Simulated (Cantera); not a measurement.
Input: 1 mol B, 8.2 mol H2O, held at 1173 K and 1.00 bar.

These are equilibrium values from Cantera (NASA tables, ideal gas, pure condensed phases), not measurements of a reactor. Candidate condensed phases: B, B2O3, B3O3H3, H2O; 23 gas species. Gases not in the tables: H3BO3. Rates play no part.

Base state: H2O 0.806, H2 0.184, (HBO2)3 0.00938, HBO2 0.000504 (mole fractions); condensed: B2O3(l).

What changes in the equilibrium state with this change: temperature from 1173 K to 1325 K?


| species | before | after |
|---|---|---|
| H2O | 0.806 | 0.808 |
| H2 | 0.184 | 0.183 |
| (HBO2)3 | 0.00938 | 0.00552 |
| HBO2 | 0.000504 | 0.00371 |
| B2O3(l), mol | 0.383 | 0.417 |

What changes in the equilibrium state with this change: H2O from 8.2 to 0.057 mol?


| species | before | after |
|---|---|---|
| H2 | 0.184 | 0.993 |
| B3O3H3 | <1e-9 | 0.00673 |
| HBO | 4.63e-9 | 3.66e-5 |
| H2O | 0.806 | 3.79e-7 |
| (HBO2)3 | 0.00938 | <1e-9 |
| HBO2 | 0.000504 | 3.45e-7 |
| B2O3(l), mol | 0.383 | 0.0186 |
| B(s), mol | 0 | 0.962 |
Mutual solubility and eutectic melting of coexisting phases are not modelled.

What changes in the equilibrium state with this change: 0.044 mol Cl2 added?


```csv
species,before,after
H2O,0.806,0.802
H2,0.184,0.177
HCl,0,0.0107
(HBO2)3,0.00938,0.00930
HBO2,0.000504,0.000502
"B2O3(l), mol",0.383,0.383
```
